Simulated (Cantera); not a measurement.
Cantera with NASA thermochemical tables; ideal gases at 1 bar, condensed phases pure. Values are per mole of reaction as written; species without (g) are pure solids or liquids, kept so even where they would boil at 1 bar.

Al2O(g) → 2 Al + O(g)

| T (K) | ΔH° (kJ) | ΔS° (J/K) | ΔG° (kJ) | log10 K |
|---|---|---|---|---|
| 1150 | ___ | ___ | ___ | ___ |
| 1250 | 436.3 | 17.7 | 414.1 | -17.30 |
| 1350 | 438.6 | 19.5 | 412.3 | -15.95 |
| 1450 | 440.9 | 21.1 | 410.2 | -14.78 |
| 1550 | ___ | ___ | ___ | ___ |
| 1650 | 445.4 | 24.1 | 405.7 | -12.84 |
| 1750 | ___ | ___ | ___ | ___ |
| 1850 | ___ | ___ | ___ | ___ |

Question: What belongs in the gaps?

Answer: 
- 1150, ΔH° (kJ): 433.9
- 1150, ΔS° (J/K): 15.8
- 1150, ΔG° (kJ): 415.8
- 1150, log10 K: -18.89
- 1550, ΔH° (kJ): 443.1
- 1550, ΔS° (J/K): 22.7
- 1550, ΔG° (kJ): 408.0
- 1550, log10 K: -13.75
- 1750, ΔH° (kJ): 447.7
- 1750, ΔS° (J/K): 25.4
- 1750, ΔG° (kJ): 403.2
- 1750, log10 K: -12.04
- 1850, ΔH° (kJ): 449.9
- 1850, ΔS° (J/K): 26.7
- 1850, ΔG° (kJ): 400.6
- 1850, log10 K: -11.31
